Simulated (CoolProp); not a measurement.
CH3F (R41) along the isotherm 234.7 K: fugacity coefficient from the reference equation and from simpler models built on Tc = 317.3 K, pc = 5.906 MPa, ω = 0.200; each cubic takes its own stable root.

Values from CoolProp's reference Helmholtz-energy equation of state, Lemmon 2006. It is a short technical equation, of lower accuracy than the large ones.

```tsv
p (MPa)	phase	reference
0.185	gas	0.9651
0.369	gas	0.9305
0.554	gas	0.8958
0.738	liquid	0.7319
0.923	liquid	0.5876
1.11	liquid	0.4906
1.29	liquid	0.4238
1.48	liquid	0.3710
1.66	liquid	0.3321
1.85	liquid	0.2992
2.03	liquid	0.2738
2.21	liquid	0.2525
2.4	liquid	0.2334
2.58	liquid	0.2180
2.77	liquid	0.2039
2.95	liquid	0.1922
```

### Question
How far does each simpler model (Redlich-Kwong, Peng-Robinson) lie from the reference over these 16 states: mean and median of the absolute difference, and the worst?

### Answer
- Redlich-Kwong: mean 27.7 %, median 34.2 %, worst +35.4 % at 234.7 K and 2.95 MPa
- Peng-Robinson: mean 2.9 %, median 3.1 %, worst +3.5 % at 234.7 K and 2.95 MPa

At some of these states Redlich-Kwong gives the other phase, because its saturation line lies elsewhere.
